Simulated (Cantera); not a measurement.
Cantera run, input and output.

```python
import numpy as np
import cantera as ct

gas = ct.Solution("gri30.yaml")


def delay(T, t_max=10):
    gas.TPX = T, 810000, {'CO': 1, 'H2': 0.038, 'CH4': 0.035, 'O2': 0.491, 'N2': 1.85}
    reactor = ct.IdealGasReactor(gas, clone=False)
    net = ct.ReactorNet([reactor])
    net.rtol, net.atol = 1e-8, 1e-16
    while net.time < t_max:
        t_old, T_old = net.time, reactor.T
        net.step()
        if reactor.T > T + 400:  # ignition: a rise of 400 K
            return t_old + (T + 400 - T_old) / (reactor.T - T_old) * (net.time - t_old)
    return np.nan


taus = []
for T in [1025, 1075, 1125, 1175, 1225, 1275, 1325, 1375]:
    taus.append(delay(T))
    print(f"T0 = {T:6g} K   tau = {taus[-1]:.4e} s")
```

Output:

```
T0 =   1025 K   tau = 1.7963e-03 s
T0 =   1075 K   tau = 6.5883e-04 s
T0 =   1125 K   tau = 2.7971e-04 s
T0 =   1175 K   tau = 1.3502e-04 s
T0 =   1225 K   tau = 7.2507e-05 s
T0 =   1275 K   tau = 4.2705e-05 s
T0 =   1325 K   tau = 2.7355e-05 s
T0 =   1375 K   tau = 1.8885e-05 s
```

Detailed kinetics in Cantera: GRI-Mech 3.0 (53 species, 325 reactions).
